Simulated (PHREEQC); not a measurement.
Solution (26 °C): 0.003 mol Zn(NO3)2 per kg of water. Closed to the air; pH follows from the charge balance.

The numbers come from PHREEQC with the ion-association model, phreeqc.dat.

Precipitation was switched off in this run.

Task: What pH, specific conductance does the model give?

Result: pH 5.80; specific conductance 697 µS/cm.
